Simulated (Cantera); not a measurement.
Input (Python, Cantera):

```python
import numpy as np
import cantera as ct

gas = ct.Solution("gri30.yaml")


def delay(T, t_max=10):
    gas.TPX = T, 850000, {'CH4': 1, 'C2H6': 0.21, 'C3H8': 0.034, 'O2': 1.94, 'N2': 7.28}
    reactor = ct.IdealGasConstPressureReactor(gas, clone=False)
    net = ct.ReactorNet([reactor])
    net.rtol, net.atol = 1e-8, 1e-16
    while net.time < t_max:
        t_old, T_old = net.time, reactor.T
        net.step()
        if reactor.T > T + 400:  # ignition: a rise of 400 K
            return t_old + (T + 400 - T_old) / (reactor.T - T_old) * (net.time - t_old)
    return np.nan


taus = []
for T in [1225, 1275, 1325, 1375, 1425, 1475, 1525]:
    taus.append(delay(T))
    print(f"T0 = {T:6g} K   tau = {taus[-1]:.4e} s")
```

It prints:

```
T0 =   1225 K   tau = 5.1023e-04 s
T0 =   1275 K   tau = 2.8360e-04 s
T0 =   1325 K   tau = 1.6729e-04 s
T0 =   1375 K   tau = 1.0341e-04 s
T0 =   1425 K   tau = 6.6266e-05 s
T0 =   1475 K   tau = 4.3692e-05 s
T0 =   1525 K   tau = 2.9521e-05 s
```

Cantera simulation using GRI-Mech 3.0 (53 species, 325 reactions); the numbers are that mechanism's predictions, not measurements.
